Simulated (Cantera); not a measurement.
A closed system holds: 1 mol CCl₄, 1.5 mol H₂, equilibrated at 2.10 Pa.

Method: chemical equilibrium by Gibbs-energy minimisation in Cantera with the NASA 1993 tables (ideal gas, pure condensed phases). Candidate condensed phases: C, C₆H₆, C₇H₈, C₈H₁₈; 103 gas species. Ions and electrons are included (thermal ionisation). The numbers say what is thermodynamically allowed, not how fast it happens.

Question: At 5000 K, list the 7 most abundant gas species with their mole fractions, and the condensed phases.

Answer: Cl 0.497, H 0.373, C 0.120, e- 0.00481, C+ 0.00403, Cl+ 0.000741, H+ 4.26e-5. Condensed: gas only.
